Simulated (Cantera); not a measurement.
Input: 1 mol Al(CH3)3, 320 mol NH3, 6.2 mol H2, equilibrated at 0.0750 Torr.

Cantera equilibrium calculation (NASA polynomials, part measured and part estimated; ideal gas, pure solids and liquids). Candidate condensed phases: Al, AlN, C, C6H6, C7H8, C8H18; 97 gas species. The feed counts by its element totals alone. Equilibrium is a limit: real reactors are often held back by kinetics, nucleation or transport. All values below are at 1850 K.

Base state: H2 0.711, N2 0.238, H 0.0454, HCN 0.00320, Al 0.00149, C2H2 (acetylene) 0.000186, HNC 0.000136 (mole fractions); condensed: C(graphite).

Task: What changes in the equilibrium state with this change: Al(CH3)3 replaced by AlCl3?

Result: 
```
species             before     after
----------------  --------  --------
H2                   0.711     0.709
N2                   0.238     0.241
H                   0.0454    0.0454
HCN                0.00320         0
HCl                      0   0.00311
AlCl                     0   0.00126
C2H2 (acetylene)  0.000186         0
Cl                       0  0.000151
HNC               0.000136         0
Al                 0.00149  0.000251
C(graphite), mol     0.522         0
```
Further candidate phases: AlCl3, NH4Cl.
